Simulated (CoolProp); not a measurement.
Model: reference Helmholtz-energy equation of state, Span 2000, in CoolProp.

Question: For nitrogen, give the phase and the cv (kJ/(kg K)), speed of sound (m/s), Joule-Thomson coefficient (K/MPa), expansivity (1/kK) at 143.4 K and 5.96 bar; 143.4 K and 10.1 bar.

Answer: 
- 143.4 K and 5.96 bar: gas; cv 0.757, speed of sound 240, Joule-Thomson coefficient 8.39, expansivity 7.92
- 143.4 K and 10.1 bar: gas; cv 0.768, speed of sound 236, Joule-Thomson coefficient 8.37, expansivity 8.71
